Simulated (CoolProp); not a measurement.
Acetone along the isobar 5.56 MPa: Z from the reference equation and from simpler models built on Tc = 235.0 °C, pc = 4.692 MPa, ω = 0.307; each cubic takes its own stable root.

Computed with CoolProp (reference Helmholtz-energy equation of state, Lemmon 2006). It is a short technical equation, of lower accuracy than the large ones.

| T (°C) | phase | reference | van der Waals | Soave-Redlich-Kwong | Peng-Robinson |
|---|---|---|---|---|---|
| 208.15 | liquid | 0.1538 | 0.2788 | 0.2087 | 0.1858 |
| 212.75 | liquid | 0.1559 | 0.2815 | 0.2132 | 0.1901 |
| 217.35 | liquid | 0.1585 | 0.2847 | 0.2187 | 0.1953 |
| 221.85 | liquid | 0.1617 | 0.2885 | 0.2252 | 0.2015 |
| 226.45 | liquid | 0.1658 | 0.2932 | 0.2335 | 0.2096 |
| 231.05 | liquid | 0.1712 | 0.2990 | 0.2444 | 0.2202 |
| 235.65 | supercritical | 0.1791 | 0.3063 | 0.2596 | 0.2351 |
| 240.25 | supercritical | 0.1925 | 0.3159 | 0.2827 | 0.2583 |
| 244.75 | supercritical | 0.2254 | 0.3286 | 0.3238 | 0.3002 |
| 249.35 | supercritical | 0.3279 | 0.3476 | 0.3985 | 0.3742 |
| 253.95 | supercritical | 0.4086 | 0.3785 | 0.4644 | 0.4371 |
| 258.55 | supercritical | 0.4596 | 0.4260 | 0.5106 | 0.4818 |
| 263.15 | supercritical | 0.4979 | 0.4738 | 0.5463 | 0.5167 |
| 267.65 | supercritical | 0.5284 | 0.5101 | 0.5750 | 0.5450 |
| 272.25 | supercritical | 0.5550 | 0.5395 | 0.6002 | 0.5699 |
| 276.85 | supercritical | 0.5782 | 0.5638 | 0.6222 | 0.5918 |
